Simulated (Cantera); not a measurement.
# Thermodynamics of hydrogen reduction and annealing atmospheres, feed V₂O₃ + H₂ + H₂O

A closed system holds: 1 mol V₂O₃, 190 mol H₂, 0.12 mol H₂O, held at 1052 °C and 840000 Pa.

These are equilibrium values from Cantera (NASA tables, ideal gas, pure condensed phases), not measurements of a reactor. Candidate condensed phases: H₂O, V, VO, V₂O₃, V₂O₄, V₂O₅; 12 gas species. Mutual solubility and eutectic melting of coexisting phases are not modelled. VO: taken at fixed stoichiometry. Condensed phases not in the tables: the oxides between V₂O₃ and V₂O₅ other than VO₂. Rates play no part.

```yaml
x(H₂): 0.999
x(H₂O): 0.00121
n(VO(s)): 0.220 mol
n(V₂O₃(s)): 0.890 mol
gas_amount: 190.1 mol
log10 activity of V(s) (absent): -2.75
log10 activity of V₂O₅(l) (absent): -14.26
```
